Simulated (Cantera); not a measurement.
An isothermal, constant-pressure homogeneous reactor starts with 23.0 % H2, 57.4 % O2, 17.8 % N2, 1.78 % H2O, equivalence ratio 0.20, at 1073 K and 0.00200 bar.

Model: GRI-Mech 3.0 (53 species, 325 reactions), integrated in Cantera. Radical loss at walls, strong at low pressure, is not modelled. The temperature is held fixed by assumption; the heat of reaction is taken as removed at once.

x: mole fraction; the columns are a selection and need not sum to one.

```
t (s)         x H2   x O2     x HO2       x O     x NO2
--------  --------  -----  --------  --------  --------
0.000200     0.230  0.574  2.47e-10  2.28e-11    <1e-12
0.000729     0.230  0.574  8.99e-10  2.49e-10    <1e-12
0.00265      0.230  0.574   3.29e-9   4.61e-9    <1e-12
0.00967      0.230  0.574   4.70e-8   9.97e-6    <1e-12
0.0352      0.0122  0.464   1.40e-6    0.0546    <1e-12
0.128       0.0105  0.476   1.52e-6    0.0436    <1e-12
0.468      0.00510  0.502   1.71e-6    0.0181  3.35e-12
1.70      0.000459  0.518   1.07e-6   0.00154  4.60e-11
6.20       2.39e-5  0.519   1.75e-7   8.06e-5  3.72e-10
22.6       2.62e-6  0.519   2.54e-8   8.96e-6  5.68e-10
82.3             …  0.519         …         …  4.56e-10
300        1.01e-7  0.519   1.59e-9   3.50e-7  3.76e-10
```

Some entries are withheld; supply them.


- 82.3, x H2: 4.61e-7
- 82.3, x HO2: 5.13e-9
- 82.3, x O: 1.59e-6
